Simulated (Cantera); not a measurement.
Feed: 1 mol CaF2, 1.7 mol H2, 0.98 mol N2, at 1330 Pa.

These are equilibrium values from Cantera (NASA tables, ideal gas, pure condensed phases), not measurements of a reactor. Candidate condensed phases: Ca, CaF2; 25 gas species. Kinetics and transport are ignored.

Problem. Which condensed phases are stable at each of these points (T (°C)): 950, 1025, 1100, 1175, 1250, 1325, 1400, 1475, 1550, 1625, 1700, 1775, 1850, 1925?

Solution. 
```csv
T (°C),condensed phases,Ca condensed (%)
950,CaF2(s),100.0
1025,CaF2(s),100.0
1100,CaF2(s),100.0
1175,CaF2(s),100.0
1250,CaF2(s),99.9
1325,CaF2(s),99.6
1400,CaF2(s),98.5
1475,CaF2(l),95.7
1550,CaF2(l),88.3
1625,CaF2(l),69.7
1700,CaF2(l),20.1
1775,gas only,0.0
1850,gas only,0.0
1925,gas only,0.0
```

From 950 °C to 1400 °C the condensed part is CaF2(s). From 1475 °C to 1700 °C the condensed part is CaF2(l). From 1775 °C to 1925 °C nothing is condensed.
